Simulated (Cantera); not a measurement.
Charge: 1 mol SiCl₄, 2.6 mol Cl₂, 7.5 mol H₂, at 1.70 bar.

Method: chemical equilibrium by Gibbs-energy minimisation in Cantera with the NASA 1993 tables (ideal gas, pure condensed phases). Candidate condensed phases: Si; 19 gas species. The tables' values for SiCl₃ are old estimates; treat these amounts as uncertain. Kinetics and transport are ignored. All values below are at 1025 °C.

Base state: HCl 0.473, H₂ 0.437, SiCl₄ 0.0850, SiHCl₃ 0.00354, SiCl₃ 0.00135, SiCl₂ 0.000128, SiH₂Cl₂ 2.08e-5 (mole fractions); condensed: gas only.

Task: What changes in the equilibrium state with this change: H₂ from 7.5 to 0.58 mol?

Result: 
```json
[
 {"species": "Cl₂", "before": "2.83e-9", "after": "0.478"},
 {"species": "HCl", "before": "0.473", "after": "0.277"},
 {"species": "SiCl₄", "before": "0.0850", "after": "0.238"},
 {"species": "H₂", "before": "0.437", "after": "<1e-9"},
 {"species": "SiHCl₃", "before": "0.00354", "after": "<1e-9"},
 {"species": "SiCl₂", "before": "0.000128", "after": "<1e-9"},
 {"species": "SiH₂Cl₂", "before": "2.08e-5", "after": "<1e-9"}
]
```

Task: What changes in the equilibrium state with this change: H₂ from 7.5 to 0.28 mol?

Result: 
```tsv
species	before	after
Cl₂	2.83e-9	0.592
SiCl₄	0.0850	0.257
HCl	0.473	0.144
H₂	0.437	<1e-9
SiHCl₃	0.00354	<1e-9
SiCl₂	0.000128	<1e-9
SiH₂Cl₂	2.08e-5	<1e-9
Cl	4.97e-7	0.00719
SiCl₃	0.00135	2.81e-7
```
